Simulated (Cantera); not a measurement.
# Reactions in the system C-N-O

Source: NASA polynomial tables (part measured, part estimated), evaluated in Cantera. Values are per mole of reaction as written; species without (g) are pure solids or liquids, kept so even where they would boil at 1 bar.

2 CO₂(g) + N₂(g) ⇌ 2 NO₂(g) + 2 C

```tsv
T (K)	ΔH° (kJ)	ΔS° (J/K)	ΔG° (kJ)	log10 K
1823	863.4	-123.4	1088.4	-31.18
1923	864.3	-122.9	1100.7	-29.90
2023	865.3	-122.4	1113.0	-28.74
2123	866.3	-121.9	1125.2	-27.68
2223	867.4	-121.4	1137.3	-26.72
2323	868.4	-121.0	1149.5	-25.85
2423	869.6	-120.5	1161.5	-25.04
2523	870.7	-120.0	1173.6	-24.30
2623	871.9	-119.6	1185.5	-23.61
2723	873.1	-119.1	1197.5	-22.97
```

2 C + 2 NO(g) ⇌ 2 CO(g) + N₂(g)

```tsv
T (K)	ΔH° (kJ)	ΔS° (J/K)	ΔG° (kJ)	log10 K
1823	-418.1	143.1	-679.0	19.46
1923	-419.6	142.3	-693.3	18.83
2023	-421.1	141.5	-707.5	18.27
2123	-422.7	140.8	-721.6	17.75
2223	-424.2	140.1	-735.6	17.29
2323	-425.8	139.4	-749.6	16.86
2423	-427.4	138.7	-763.5	16.46
2523	-429.0	138.1	-777.4	16.09
2623	-430.6	137.5	-791.1	15.75
2723	-432.2	136.9	-804.9	15.44
```
